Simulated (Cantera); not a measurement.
# Low-pressure radical oxidation in H2/O2

An isothermal, constant-pressure homogeneous reactor starts with 0.695 % H2, 99.3 % O2, equivalence ratio 0.0035, at 1250 K and 1.35 Torr.

Model: GRI-Mech 3.0 (53 species, 325 reactions), integrated in Cantera. Radical loss at walls, strong at low pressure, is not modelled.

| t (s) | x H2 | x O2 | x HO2 | x H2O | x H | x O | x H2O2 |
|---|---|---|---|---|---|---|---|
| 0.00100 | 0.00695 | 0.993 | 2.12e-9 | 2.04e-10 | 6.32e-10 | 1.69e-9 | <1e-12 |
| 0.00188 | 0.00695 | 0.993 | 4.00e-9 | 9.24e-10 | 8.42e-10 | 4.08e-9 | <1e-12 |
| 0.00355 | 0.00695 | 0.993 | 7.53e-9 | 4.07e-9 | 1.34e-9 | 1.03e-8 | 1.51e-12 |
| 0.00669 | 0.00695 | 0.993 | 1.42e-8 | 1.93e-8 | 2.90e-9 | 3.06e-8 | 5.26e-12 |
| 0.0126 | 0.00695 | 0.993 | 2.67e-8 | 1.22e-7 | 1.09e-8 | 1.37e-7 | 1.80e-11 |
| 0.0237 | 0.00695 | 0.993 | 5.04e-8 | 1.65e-6 | 1.19e-7 | 1.58e-6 | 5.99e-11 |
| 0.0447 | 0.00675 | 0.993 | 9.58e-8 | 0.000143 | 1.01e-5 | 0.000133 | 2.11e-10 |
| 0.0843 | 0.000338 | 0.987 | 1.07e-7 | 0.00590 | 0.000312 | 0.00557 | 4.34e-9 |
| 0.159 | 2.11e-5 | 0.986 | 7.19e-8 | 0.00650 | 0.000200 | 0.00625 | 1.64e-9 |
| 0.299 | 2.05e-5 | 0.986 | 7.14e-8 | 0.00651 | 0.000197 | 0.00621 | 1.63e-9 |
| 0.563 | 2.02e-5 | 0.987 | 7.09e-8 | 0.00651 | 0.000193 | 0.00611 | 1.62e-9 |
| 1.06 | 1.96e-5 | 0.987 | 7.00e-8 | 0.00652 | 0.000185 | 0.00594 | 1.62e-9 |
| 2.00 | 1.87e-5 | 0.987 | 6.83e-8 | 0.00654 | 0.000171 | 0.00564 | 1.61e-9 |
x: mole fraction; the columns are a selection and need not sum to one.

Equilibrium at this temperature and pressure: H2 5.72e-9, O2 0.993, HO2 3.99e-9, H2O 0.00697, H 8.68e-10, O 1.64e-6, H2O2 1.09e-11 (gas phase only).
